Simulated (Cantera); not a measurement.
A diamond (100) surface in a fixed gas of H2 with x(CH4) = 0.0058, x(CH3) = 0.00022, at 1125 K, 17000 Pa; coverages are run to steady state.

Computed with Cantera and the Harris–Goodwin 1993 mechanism for the reconstructed diamond (100) surface.

θ: site fractions in the mechanism's names (c6HH fully hydrogenated, c6H* and c6*H radical sites, c6** diradical, c6HM methylated).

```
x(H)     growth (µm/h)  θ c6HH  θ c6H*  θ c6*H   θ c6**    θ c6HM
-------  -------------  ------  ------  ------  -------  --------
0.0001             [?]   0.566  0.0228   0.341  0.00450    0.0398
0.00023            [?]   0.511  0.0256   0.384  0.00852    0.0437
0.00053            [?]   0.486  0.0273   0.409   0.0129    0.0404
0.0012             [?]   0.480  0.0285   0.426   0.0165    0.0307
0.0028             [?]   0.483  0.0295   0.440   0.0189    0.0187
0.0064             [?]   0.486  0.0302   0.448   0.0203   0.00986
0.015             30.4   0.489  0.0308   0.452   0.0210   0.00462
0.033             31.8   0.490  0.0316   0.454   0.0215   0.00220
0.077             32.7   0.490  0.0333   0.453   0.0220  0.000968
```

Task: Fill in the missing entries.

Result: 
- 0.0001, growth (µm/h): 1.97
- 0.00023, growth (µm/h): 4.79
- 0.00053, growth (µm/h): 9.86
- 0.0012, growth (µm/h): 16.5
- 0.0028, growth (µm/h): 23.2
- 0.0064, growth (µm/h): 27.8
